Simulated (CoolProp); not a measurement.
Vapour-liquid equilibrium of R114 (1) + n-heptane (2) at 33.95 °C; x and y are mole fractions of (1).

Computed with CoolProp (multi-fluid Helmholtz-energy mixture model, Platzer 1990 and Span 2003; pair parameters Bell 2016). This equation is an older, rougher fit; its heat capacities, sound speeds and derivatives of the liquid may be far off and weren't checked against measurements.

Task: Give the bubble pressure and the first vapour's composition at x = 0.2, 0.5, 0.65. Is there an azeotrope?

Result: x = 0.2: 90.26 kPa, y = 0.911; x = 0.5: 173.7 kPa, y = 0.965; x = 0.65: 204.4 kPa, y = 0.976. No azeotrope shows between x = 0.05 and 0.95.

Pair parameters are fitted to limited data, so mixtures are less certain than the pure fluids.
